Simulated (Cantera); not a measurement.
Cantera with NASA thermochemical tables; ideal gases at 1 bar, condensed phases pure. Values are per mole of reaction as written; species without (g) are pure solids or liquids, kept so even where they would boil at 1 bar.

a) 4 Al + O2(g) → 2 Al2O(g)
b) 1.2 Ti + O2(g) → 0.4 Ti3O5
c) 2 H2(g) + O2(g) → 2 H2O(g)
d) Nb + O2(g) → NbO2(g)
e) 2 Ti + O2(g) → 2 TiO(g)
f) 0.8 Ta + O2(g) → 0.4 Ta2O5
g) 4 Li + O2(g) → 2 Li2O

Problem. Order these by ΔG° at 398 K, most negative first.

Solution. g (-1099 kJ), b (-908 kJ), f (-746 kJ), c (-448 kJ), a (-364 kJ), d (-212 kJ), e (29 kJ)
